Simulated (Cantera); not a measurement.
**Equilibrium for iron carbonyl, mercury and lead vapours: PbO + H2 + N2**

Charge: 1 mol PbO, 8 mol H2, 4.7 mol N2, equilibrated at 0.0133 bar.

These are equilibrium values from Cantera (NASA tables, ideal gas, pure condensed phases), not measurements of a reactor. Candidate condensed phases: H2O, Pb, PbO, PbO2, Pb3O4; 27 gas species. Kinetics and transport are ignored.

| T (°C) | log p H2 | log p N2 | log p H2O | log p Pb | log p NH3 | log p Pb2 | log p H | n Pb(s) | n Pb(l) |
|---|---|---|---|---|---|---|---|---|---|
| 250 | -2.13 | -2.31 | -2.98 | -13.76 | -5.08 | <-13 | <-13 | 1.00 | 0 |
| 325 | -2.13 | -2.31 | -2.98 | -11.34 | -5.72 | <-13 | <-13 | 1.00 | 0 |
| 400 | -2.13 | -2.31 | -2.98 | -9.51 | -6.23 | <-13 | <-13 | 0 | 1.00 |
| 475 | -2.13 | -2.31 | -2.98 | -8.06 | -6.64 | <-13 | -13.61 | 0 | 1.000 |
| 550 | -2.13 | -2.31 | -2.98 | -6.87 | -6.98 | -13.78 | -12.20 | 0 | 1.000 |
| 625 | -2.13 | -2.31 | -2.98 | -5.89 | -7.26 | -12.13 | -11.03 | 0 | 0.999 |
| 700 | -2.13 | -2.31 | -2.98 | -5.06 | -7.51 | -10.74 | -10.03 | 0 | 0.992 |
| 775 | -2.14 | -2.31 | -2.98 | -4.35 | -7.72 | -9.55 | -9.18 | 0 | 0.957 |
| 850 | -2.14 | -2.31 | -2.98 | -3.74 | -7.92 | -8.53 | -8.44 | 0 | 0.824 |
| 925 | -2.15 | -2.33 | -3.00 | -3.20 | -8.11 | -7.64 | -7.80 | 0 | 0.377 |
log p: log10 of the partial pressure in bar; n: condensed amount in mol.

From 250 °C to 325 °C the condensed part is Pb(s). From 400 °C to 925 °C the condensed part is Pb(l).
